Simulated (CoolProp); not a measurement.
Vapour-liquid equilibrium of R113 (1) + acetone (2) at 25.3 kPa; x and y are mole fractions of (1).

Computed with CoolProp (multi-fluid Helmholtz-energy mixture model, Marx 1992 and Lemmon 2006; pair parameters Bell 2016).

```json
[
 {"x": "0.05", "bubble temperature (K)": "290.7", "y at the bubble point": "0.167", "dew temperature at overall composition x (K)": "292.8", "liquid density (mol/L)": "13.25"},
 {"x": "0.15", "bubble temperature (K)": "286.8", "y at the bubble point": "0.365", "dew temperature at overall composition x (K)": "291.0", "liquid density (mol/L)": "12.59"},
 {"x": "0.25", "bubble temperature (K)": "284.5", "y at the bubble point": "0.474", "dew temperature at overall composition x (K)": "289.1", "liquid density (mol/L)": "11.95"},
 {"x": "0.35", "bubble temperature (K)": "283.2", "y at the bubble point": "0.542", "dew temperature at overall composition x (K)": "287.1", "liquid density (mol/L)": "11.36"},
 {"x": "0.45", "bubble temperature (K)": "282.5", "y at the bubble point": "0.592", "dew temperature at overall composition x (K)": "285.0", "liquid density (mol/L)": "10.82"},
 {"x": "0.55", "bubble temperature (K)": "282.0", "y at the bubble point": "0.634", "dew temperature at overall composition x (K)": "283.1", "liquid density (mol/L)": "10.32"},
 {"x": "0.65", "bubble temperature (K)": "281.8", "y at the bubble point": "0.675", "dew temperature at overall composition x (K)": "281.9", "liquid density (mol/L)": "9.862"},
 {"x": "0.75", "bubble temperature (K)": "281.8", "y at the bubble point": "0.725", "dew temperature at overall composition x (K)": "281.9", "liquid density (mol/L)": "9.442"},
 {"x": "0.85", "bubble temperature (K)": "282.2", "y at the bubble point": "0.795", "dew temperature at overall composition x (K)": "282.7", "liquid density (mol/L)": "9.054"},
 {"x": "0.95", "bubble temperature (K)": "283.3", "y at the bubble point": "0.909", "dew temperature at overall composition x (K)": "283.8", "liquid density (mol/L)": "8.691"}
]
```

y crosses x between x = 0.65 and 0.75: the model has an azeotrope there.

Pair parameters are fitted to limited data, so mixtures are less certain than the pure fluids.
